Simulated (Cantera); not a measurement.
Ignition delay

Mixture: CH4 : O2 : N2 = 1 : 2.25 : 8.45 (molar parts), at 1.30 bar, adiabatic and at constant volume. Ignition delay is the time to a rise of 400 K.

Detailed kinetics in Cantera: GRI-Mech 3.0 (53 species, 325 reactions).

| T0 (K) | delay (ms) |
|---|---|
| 1225 | 23.1 |
| 1300 | 8.52 |
| 1375 | 3.39 |
| 1450 | 1.46 |
| 1525 | 0.682 |
| 1600 | 0.347 |
| 1675 | 0.191 |
| 1750 | 0.113 |

- apparent activation energy between 1600 and 1750 K = 170 kJ/mol
